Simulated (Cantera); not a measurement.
**Gas-phase reforming**

An isothermal, constant-pressure homogeneous reactor starts with 69.0 % CH4, 31.0 % CO2, at 1925 K and 18.8 atm.

Model: GRI-Mech 3.0 (53 species, 325 reactions), integrated in Cantera. GRI-Mech 3.0 stops at C3 and has no aromatics, soot or wall deposition, so with more carbon than oxygen in the feed, carbon stays in small species such as C2H2 where larger ones or solid carbon would form. The pressure lies above the range GRI-Mech 3.0 was tuned for (to about 10 atm).

| t (s) | x CH4 | x CO2 | x CH2 | x CH2CO | x CO | x HCO |
|---|---|---|---|---|---|---|
| 3.00e-5 | 0.446 | 0.265 | 1.04e-6 | 5.43e-6 | 0.00955 | 9.43e-8 |
| 9.44e-5 | 0.272 | 0.201 | 6.23e-7 | 2.49e-5 | 0.0383 | 7.43e-8 |
| 0.000297 | 0.134 | 0.105 | 4.87e-7 | 6.13e-5 | 0.110 | 1.31e-7 |
| 0.000935 | 0.0649 | 0.0266 | 4.36e-7 | 8.56e-5 | 0.187 | 2.20e-7 |
| 0.00294 | 0.0546 | 0.0141 | 3.12e-7 | 5.83e-5 | 0.228 | 2.77e-7 |
| 0.00926 | 0.0530 | 0.00770 | 1.90e-7 | 2.70e-5 | 0.277 | 3.50e-7 |
| 0.0292 | 0.0501 | 0.00193 | 1.23e-7 | 1.13e-5 | 0.316 | 4.12e-7 |
| 0.0917 | 0.0488 | 6.19e-5 | 1.07e-7 | 7.88e-6 | 0.327 | 4.32e-7 |
| 0.289 | 0.0488 | 4.48e-6 | 1.07e-7 | 7.78e-6 | 0.328 | 4.33e-7 |
| 0.909 | 0.0488 | 4.48e-6 | 1.07e-7 | 7.78e-6 | 0.328 | 4.33e-7 |
| 2.86 | 0.0488 | 4.48e-6 | 1.07e-7 | 7.78e-6 | 0.328 | 4.33e-7 |
| 9.00 | 0.0488 | 4.48e-6 | 1.07e-7 | 7.78e-6 | 0.328 | 4.33e-7 |
x: mole fraction; the columns are a selection and need not sum to one.

Equilibrium at this temperature and pressure: CH4 0.0488, CO2 4.55e-6, CH2 1.07e-7, CH2CO 7.80e-6, CO 0.328, HCO 4.33e-7 (gas phase only).
